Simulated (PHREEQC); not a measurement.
Consider water at 25 °C with 0.26 mol MnCl2 per kg of water. Closed to the air; pH follows from the charge balance.

Computed with PHREEQC (ion-association model with the Debye-Hückel limiting law, phreeqc.dat).

```
Item                      Result
-----------------  -------------
pH                          6.47
ionic strength     0.762 mol/kgw
activity of water          0.987
```

```
species  molality  activity   log γ
-------  --------  --------  ------
Cl-         0.511     0.183  -0.445
Mn+2        0.251   0.00416  -1.781
MnCl+     0.00866   0.00311  -0.445
MnCl2    0.000248  0.000248   0.000
MnCl3-    3.49e-5   1.25e-5  -0.445
H+        9.47e-7   3.40e-7  -0.445
MnOH+     8.65e-7   3.10e-7  -0.445
OH-       8.19e-8   2.94e-8  -0.445
```

Precipitation was switched off in this run. The ionic strength is past about 0.7 mol/kgw, beyond the range of this activity model, so the values are rough.
